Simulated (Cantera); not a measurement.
A perfectly stirred reactor is fed with CH4 : H2 : O2 = 0.002 : 1 : 0.014 (molar parts), equivalence ratio 36, at 0.240 bar; it is held at 2898 K, and followed from long to short residence time.

Computed with Cantera and GRI-Mech 3.0 (53 species, 325 reactions).

Question: What does this change do: temperature 2898 to 1850 K?

Answer: 
```csv
quantity,before,after
x(CH4) at τ = 0.360 s,6.32e-9,0.00102
x(H2) at τ = 0.360 s,0.770,0.969
x(O2) at τ = 0.360 s,3.14e-6,9.96e-6
x(CO2) at τ = 0.360 s,6.79e-6,2.85e-6
x(H2O2) at τ = 0.360 s,2.70e-10,1.22e-10
x(CH4) at τ = 4.60 ms,1.44e-6,0.00125
x(H2) at τ = 4.60 ms,0.817,0.964
x(O2) at τ = 4.60 ms,4.41e-6,0.000161
x(CO2) at τ = 4.60 ms,6.89e-6,2.29e-6
x(H2O2) at τ = 4.60 ms,2.47e-10,9.80e-10
```

Question: What does this change do: 0.053 parts H2O added?

Answer: 
```tsv
quantity	before	after
x(CH4) at τ = 0.360 s	6.32e-9	2.87e-9
x(H2) at τ = 0.360 s	0.770	0.731
x(O2) at τ = 0.360 s	3.14e-6	2.86e-5
x(CO2) at τ = 0.360 s	6.79e-6	1.94e-5
x(H2O2) at τ = 0.360 s	2.70e-10	2.36e-9
x(CH4) at τ = 4.60 ms	1.44e-6	5.11e-7
x(H2) at τ = 4.60 ms	0.817	0.772
x(O2) at τ = 4.60 ms	4.41e-6	1.92e-5
x(CO2) at τ = 4.60 ms	6.89e-6	1.97e-5
x(H2O2) at τ = 4.60 ms	2.47e-10	1.99e-9
```
